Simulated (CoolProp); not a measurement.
Computed with CoolProp (reference Helmholtz-energy equation of state, Fiedler 2023).

For tetrahydrofuran, give the phase and the cv (kJ/(kg K)), Joule-Thomson coefficient (K/MPa), isothermal compressibility (1/MPa), expansivity (1/kK) at 106.95 °C and 133 bar.


- 106.95 °C and 133 bar: liquid; cv 1.49, Joule-Thomson coefficient -0.293, isothermal compressibility 0.00168, expansivity 1.38
